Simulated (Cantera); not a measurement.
Cantera run:

```python
import numpy as np
import cantera as ct

gas_names = """
    CL CLO CL2 Fe FeCL FeCL2 FeCL3 FeO Fe2CL4 Fe2CL6 N NO NO2 NO3 N2 N2O O O2 O3
""".split()
cond_names = """
    Fe(a) Fe(c) Fe(d) Fe(L) FeCL2(s) FeCL2(L) FeCL3(s) FeCL3(L) FeO(s) FeO(L) Fe2O3(s) Fe3O4(s)
""".split()


# ... load() reads the species with a 1 bar reference pressure and builds the phases ...
atoms = {
    'Fe2O3': {'Fe': 2, 'O': 3},
    'Cl2': {'CL': 2},
    'N2': {'N': 2},
}
top_T = {'Fe2O3(s)': 1830, 'Fe3O4(s)': 1870}  # K; cautious upper limits of use, not melting points


# ... equilibrate(T, P, feed) seeds the gas with the atoms and calls Mixture.equilibrate('TP', solver="vcs", rtol=1e-11, max_steps=5000) ...
results = []
feed = {'Fe2O3': 1, 'Cl2': 9.4, 'N2': 13}  # mol
P = 1333.22  # Pa
for T in [623, 723, 823, 923, 1023, 1123, 1223, 1323, 1423, 1523, 1623, 1723, 1823, 1923]:
    mix = equilibrate(T, P, feed)
    results.append((T, P, feed, dict(zip(mix.species_names, mix.species_moles))))

top = {s: max(r[3][s] / sum(r[3][g] for g in gas_names) for r in results) for s in gas_names}
cols = sorted((s for s in top if top[s] > 1e-05), key=lambda s: -top[s])[:5]
seen = [c for c in cond_names if any(r[3].get(c, 0) > 1e-12 for r in results)]
print("log10 of partial pressures in bar; condensed amounts in mol")
print(f"{'T/K':>10s}" + "".join(f"{s[:9]:>10s}" for s in cols + seen))
for T, P, feed, n in results:
    ng = sum(n[g] for g in gas_names)
    print(f"{T:10.4g}" + "".join(f"{np.log10(max(n[s] / ng * P / 1e5, 1e-99)):10.3f}" for s in cols)
          + "".join(f"{n.get(c, 0):10.4g}" for c in seen))
```

Result:

```
log10 of partial pressures in bar; condensed amounts in mol
       T/K        N2        CL       CL2     FeCL3     FeCL2  Fe2O3(s)
       623    -2.111    -8.440    -2.252    -6.025   -10.853    0.9991
       723    -2.111    -7.014    -2.254    -4.992    -8.530    0.9912
       823    -2.112    -5.933    -2.260    -4.234    -6.795    0.9504
       923    -2.113    -5.092    -2.281    -3.669    -5.458    0.8155
      1023    -2.117    -4.431    -2.334    -3.262    -4.414    0.5005
      1123    -2.127    -3.912    -2.428    -3.037    -3.639         0
      1223    -2.134    -3.442    -2.437    -3.168    -3.347         0
      1323    -2.147    -3.053    -2.469    -3.368    -3.175         0
      1423    -2.166    -2.742    -2.544    -3.626    -3.090         0
      1523    -2.191    -2.510    -2.686    -3.931    -3.059         0
      1623    -2.217    -2.356    -2.911    -4.273    -3.055         0
      1723    -2.237    -2.271    -3.213    -4.635    -3.061         0
      1823    -2.248    -2.231    -3.555    -4.994    -3.065         0
      1923    -2.254    -2.214    -3.899    -5.333    -3.068         0
```

Cantera equilibrium calculation (NASA polynomials, part measured and part estimated; ideal gas, pure solids and liquids). Condensed phases not in the tables: FeOCl.
